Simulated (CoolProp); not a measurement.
R407C along the isotherm 226.85 °C: Z from the reference equation and from simpler models built on Tc = 86.2 °C, pc = 4.632 MPa, ω = 0.363; each cubic takes its own stable root.

The numbers come from the reference Helmholtz-energy equation of state, Lemmon 2003 in CoolProp. It is a pseudo-pure fit of the blend.

```
p (MPa)          phase  reference
-------  -------------  ---------
0.0732             gas     0.9984
0.107              gas     0.9976
0.158              gas     0.9964
0.232              gas     0.9948
0.34               gas     0.9923
0.499              gas     0.9888
0.732              gas     0.9835
1.07               gas     0.9759
1.58               gas     0.9645
2.32               gas     0.9481
3.4                gas     0.9244
4.99     supercritical     0.8908
7.32     supercritical     0.8455
10.7     supercritical     0.7941
15.8     supercritical     0.7624
23.2     supercritical     0.8012
```

Q: How far does each simpler model (van der Waals, Redlich-Kwong, Soave-Redlich-Kwong, Peng-Robinson) lie from the reference over these 16 states: mean and median of the absolute difference, and the worst?

A: 
- van der Waals: mean 2.6 %, median 0.8 %, worst -11.5 % at 226.85 °C and 10.7 MPa
- Redlich-Kwong: mean 1.3 %, median 0.5 %, worst -5.0 % at 226.85 °C and 10.7 MPa
- Soave-Redlich-Kwong: mean 3.1 %, median 0.6 %, worst +14.5 % at 226.85 °C and 23.2 MPa
- Peng-Robinson: mean 1.3 %, median 0.1 %, worst +7.1 % at 226.85 °C and 23.2 MPa
